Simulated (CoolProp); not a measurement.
Vapour-liquid equilibrium of ethane (1) + propylene (2) at 48.5 kPa; x and y are mole fractions of (1).

The numbers come from the multi-fluid Helmholtz-energy mixture model, Bücker 2006 and Lemmon 2013; pair parameters Bell 2016 in CoolProp.

```tsv
x	bubble temperature (K)	y at the bubble point	dew temperature at overall composition x (K)	liquid density (mol/L)
0.05	204.9	[?]	209.7	15.19
0.2	193.4	[?]	206.9	[?]
0.35	[?]	0.844	203.7	16.40
0.5	181.7	[?]	200.0	16.91
0.65	178.1	0.952	195.3	17.41
0.8	175.2	0.977	188.9	17.92
0.95	[?]	0.995	178.3	18.43
```

**Question.** Complete the blanks.

**Answer.** 
- 0.05, y at the bubble point: 0.300
- 0.2, y at the bubble point: 0.701
- 0.2, liquid density (mol/L): 15.84
- 0.35, bubble temperature (K): 186.4
- 0.5, y at the bubble point: 0.913
- 0.95, bubble temperature (K): 172.7

No azeotrope shows between x = 0.05 and 0.95.

Pair parameters are fitted to limited data, so mixtures are less certain than the pure fluids.
